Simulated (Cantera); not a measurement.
Input (Python, Cantera) and output of one run.

```python
import numpy as np
import cantera as ct

gas_names = """
    OH TiO C2H5OH CH3OH
""".split()
cond_names = """
    Ti3O5(a) Ti3O5(b) Ti3O5(L)
""".split()


# ... load() reads the species with a 1 bar reference pressure and builds the phases ...
species = {s.name: s for s in load("nasa_gas.yaml", gas_names) + load("nasa_condensed.yaml", cond_names)}
# Each term lists the table entries of one substance; the one whose range holds T is used.
reactions = {
    '4 OH(g) + 3 TiO(g) + 2 C2H5OH(g) = Ti3O5 + 4 CH3OH(g)':
        [(-4, ['OH']), (-3, ['TiO']), (-2, ['C2H5OH']), (1, ['Ti3O5(a)', 'Ti3O5(b)', 'Ti3O5(L)']), (4, ['CH3OH'])],
}


def pick(names, T):
    return next(species[n] for n in names if species[n].thermo.min_temp <= T <= species[n].thermo.max_temp)


results = []
for label, terms in reactions.items():
    print(label)
    print("     T/K   dH/kJ  dS/(J/K)   dG/kJ   log10 K")
    for T in [300, 2598, 2648, 2698, 2748, 2798, 2848, 2898]:
        used = [(nu, pick(names, T)) for nu, names in terms]
        dH = sum(nu * s.thermo.h(T) for nu, s in used) / 1e6
        dS = sum(nu * s.thermo.s(T) for nu, s in used) / 1e3
        dG = dH - T * dS / 1e3
        logK = -dG * 1e6 / (ct.gas_constant * T * np.log(10))
        results.append((label, T, dH, dS, dG, logK, [s.name for _, s in used]))
        print(f"{T:8g} {dH:8.1f} {dS:8.1f} {dG:8.1f} {logK:8.2f}")
```

Output:

```
4 OH(g) + 3 TiO(g) + 2 C2H5OH(g) = Ti3O5 + 4 CH3OH(g)
     T/K   dH/kJ  dS/(J/K)   dG/kJ   log10 K
     300  -3113.7   -908.1  -2841.2   494.69
    2598  -2772.8   -698.0   -959.3    19.29
    2648  -2767.4   -696.0   -924.5    18.24
    2698  -2761.9   -693.9   -889.7    17.23
    2748  -2756.4   -691.9   -855.1    16.25
    2798  -2751.0   -689.9   -820.5    15.32
    2848  -2745.6   -688.0   -786.1    14.42
    2898  -2740.2   -686.2   -751.7    13.55
```

Source: NASA polynomial tables (part measured, part estimated), evaluated in Cantera. Condensed species are held in their standard states even where they would react or evaporate.
